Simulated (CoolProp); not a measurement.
Model: reference Helmholtz-energy equation of state, Zhou 2016, in CoolProp.

Give the vapour pressure (bar), liquid density (kg/m³), vapour density (kg/m³), liquid cp (kJ/(kg K)) of saturated R245ca at 129.05 °C.


| T (°C) | p (bar) | liquid density (kg/m³) | vapour density (kg/m³) | liquid cp (kJ/(kg K)) |
|---|---|---|---|---|
| 129.05 | 17.3 | 1060 | 98.0 | 1.72 |
